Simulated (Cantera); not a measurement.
A closed system holds: 1 mol SiH4, 0.48 mol C2H4, 1.5 mol H2, 0.0051 mol C2H2, held at 0.133 bar.

Equilibrium computed with Cantera from the NASA thermochemical tables; the gas is ideal and each condensed phase is pure. Candidate condensed phases: C, C6H6, C7H8, C8H18, Si, SiC; 87 gas species. Mutual solubility and eutectic melting of coexisting phases are not modelled. Gases not in the tables: Si2H6 and higher silanes. Equilibrium is a limit: real reactors are often held back by kinetics, nucleation or transport.

### Question
Which condensed phases are stable at each of these points (T (K)): 1248, 1348, 1448, 1548, 1648, 1748, 1848, 1948, 2048, 2148, 2248, 2348, 2448, 2548?

### Answer
```csv
T (K),condensed phases,Si condensed (%)
1248,Si(s) + SiC(s),100.0
1348,Si(s) + SiC(s),100.0
1448,Si(s) + SiC(s),100.0
1548,Si(s) + SiC(s),100.0
1648,Si(s) + SiC(s),100.0
1748,Si(l) + SiC(s),100.0
1848,Si(l) + SiC(s),100.0
1948,Si(l) + SiC(s),99.9
2048,Si(l) + SiC(s),99.6
2148,Si(l) + SiC(s),98.9
2248,Si(l) + SiC(s),97.2
2348,SiC(s),96.3
2448,SiC(s),93.7
2548,SiC(s),86.2
```

From 1248 K to 1648 K the condensed part is Si(s) + SiC(s). From 1748 K to 2248 K the condensed part is Si(l) + SiC(s). From 2348 K to 2548 K the condensed part is SiC(s).
